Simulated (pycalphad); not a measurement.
CALPHAD calculation (pycalphad, COST 507 light-alloy database (1999)), 1 atm. The data set is of 1999 and partly superseded. The system is extrapolated from its subsystems; higher-order compounds may be missing. Amounts are mole fractions of atoms.

Task: Give the equilibrium state of Al-0.6584Si-1.478Sn (wt.%) at 527 °C.

Result: fcc, fraction 0.997, with 0.66 Si, 0.70 Sn wt.%; liquid, fraction 0.003, with 0.09 Si, 89.5 Sn wt.%.

Task: Give the equilibrium state of Al-0.6584Si-1.478Sn (wt.%) at 377 °C.

Result: fcc, fraction 0.992, with 0.19 Si, 0.18 Sn wt.%; diamond (Si), fraction 0.005, with >99.99 Si, <0.01 Sn wt.%; liquid, fraction 0.003, with <0.01 Si, 97.7 Sn wt.%.
